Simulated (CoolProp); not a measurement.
CH2F2 (R32) at 419.23 K and 10.9 MPa is throttled through a valve to 3.72 MPa with no heat exchange. Each further row changes one setting.

Values from CoolProp's reference Helmholtz-energy equation of state, Tillner-Roth 1997.

```
case                      temperature change (K)  final density (kg/m³)
------------------------  ----------------------  ---------------------
as stated                                  -62.3                   90.1
outlet pressure 1.12 MPa                  -104.2                   25.3
outlet pressure 4.84 MPa                   -48.8                    120
```
